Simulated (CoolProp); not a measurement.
Vapour-liquid equilibrium of carbon dioxide (1) + n-pentane (2) at 256.8 K; x and y are mole fractions of (1).

The numbers come from the multi-fluid Helmholtz-energy mixture model, Span 1996 and Thol 2019; pair parameters Kunz 2012 in CoolProp.

| x | bubble pressure (MPa) | y at the bubble point | dew pressure at overall composition x (MPa) | liquid density (mol/L) |
|---|---|---|---|---|
| 0.05 | 0.1612 | 0.932 | ? | 9.443 |
| 0.15 | 0.4907 | 0.977 | 0.01293 | ? |
| 0.25 | 0.8098 | 0.986 | 0.01466 | 10.78 |
| 0.35 | 1.077 | 0.989 | 0.01692 | 11.60 |
| 0.45 | 1.278 | 0.991 | 0.02000 | 12.56 |
| 0.55 | 1.427 | 0.992 | ? | 13.69 |
| 0.65 | ? | 0.993 | 0.03144 | 15.05 |
| 0.75 | 1.680 | 0.994 | 0.04401 | 16.70 |
| 0.85 | 1.844 | 0.996 | 0.07338 | 18.76 |
| 0.95 | 2.065 | 0.998 | 0.2210 | 21.41 |

**Question.** Fill in the missing entries.

**Answer.** 
- 0.05, dew pressure at overall composition x (MPa): 0.01156
- 0.15, liquid density (mol/L): 10.07
- 0.55, dew pressure at overall composition x (MPa): 0.02445
- 0.65, bubble pressure (MPa): 1.551

No azeotrope shows between x = 0.05 and 0.95.

The pair parameters rest on a limited set of measurements; away from them the model extrapolates. The gap from Raoult's law changes sign with composition, which may be real or a fault of the pair parameters; it wasn't checked against measurements.
